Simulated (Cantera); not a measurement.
Input (Python, Cantera):

```python
import numpy as np
import cantera as ct

gas = ct.Solution("gri30.yaml")
gas.TPX = 1625, 50000, {'CH4': 1, 'N2': 5, 'H2O': 0.26}
reactor = ct.IdealGasConstPressureReactor(gas, energy="off", clone=False)
net = ct.ReactorNet([reactor])
net.rtol, net.atol = 1e-08, 1e-18
show = ['CH4', 'CH2', 'H', 'C2H6', 'C2H', 'C2H2', 'H2']
times = np.geomspace(2e-05, 200, 11)

steps = ct.SolutionArray(gas, extra=["t"])
rows = []
print(f"{'t/s':>10s}{'T/K':>9s}{'P/Pa':>11s}" + "".join(f"{s:>11s}" for s in show))
for t in times:
    while net.time < t:
        t_next = net.step()
        steps.append(gas.state, t=t_next)
    rows.append([np.interp(t, steps.t, y) for y in (steps.T, steps.P, *steps(*show).X.T)])
    print(f"{t:10.3e}{rows[-1][0]:9.1f}{rows[-1][1]:11.4g}" + "".join(f"{x:11.3e}" for x in rows[-1][2:]))
rate = np.gradient(steps.T, steps.t)
print("integrator steps:", len(steps.t))
if steps.T.max() > steps.T[0] + 200:
    print(f"time of steepest temperature rise: {steps.t[rate.argmax()]:.4e} s")
gas.TPX = 1625, 50000, {'CH4': 1, 'N2': 5, 'H2O': 0.26}
gas.equilibrate("TP")
print(f"equilibrium (TP): T = {gas.T:.1f} K  " + "  ".join(f"{s} {gas[s].X[0]:.3e}" for s in show))
```

Result:

```
       t/s      T/K       P/Pa        CH4        CH2          H       C2H6        C2H       C2H2         H2
 2.000e-05   1625.0      5e+04  1.597e-01  5.997e-11  1.505e-07  4.577e-09  1.963e-20  4.914e-13  6.453e-06
 1.002e-04   1625.0      5e+04  1.597e-01  1.272e-09  1.582e-07  5.434e-07  4.522e-17  4.313e-10  3.346e-05
 5.024e-04   1625.0      5e+04  1.593e-01  1.880e-08  2.886e-07  3.620e-05  1.091e-13  3.073e-07  2.180e-04
 2.518e-03   1625.0      5e+04  1.560e-01  1.013e-07  1.473e-06  3.947e-04  9.412e-11  1.064e-04  2.926e-03
 1.262e-02   1625.0      5e+04  1.303e-01  1.147e-07  8.517e-06  3.770e-04  7.261e-09  7.815e-03  3.339e-02
 6.325e-02   1625.0      5e+04  7.790e-02  5.632e-08  2.066e-05  8.977e-05  2.545e-08  3.382e-02  1.049e-01
 3.170e-01   1625.0      5e+04  2.581e-02  2.484e-08  3.624e-05  9.866e-06  4.424e-08  5.593e-02  1.756e-01
 1.589e+00   1625.0      5e+04  8.083e-03  1.036e-08  4.635e-05  1.094e-06  4.913e-08  5.831e-02  2.109e-01
 7.962e+00   1625.0      5e+04  4.622e-03  4.341e-09  4.910e-05  3.777e-07  3.947e-08  4.987e-02  2.379e-01
 3.991e+01   1625.0      5e+04  3.262e-03  2.596e-09  4.992e-05  2.300e-07  3.664e-08  4.724e-02  2.468e-01
 2.000e+02   1625.0      5e+04  3.257e-03  2.590e-09  4.992e-05  2.296e-07  3.663e-08  4.723e-02  2.468e-01
integrator steps: 1924
equilibrium (TP): T = 1625.0 K  CH4 2.056e-03  CH2 1.624e-09  H 5.009e-05  C2H6 9.087e-08  C2H 1.425e-08  C2H2 1.843e-02  H2 2.486e-01
```

Detailed kinetics in Cantera: GRI-Mech 3.0 (53 species, 325 reactions). GRI-Mech 3.0 stops at C3 and has no aromatics, soot or wall deposition, so with more carbon than oxygen in the feed, carbon stays in small species such as C2H2 where larger ones or solid carbon would form.
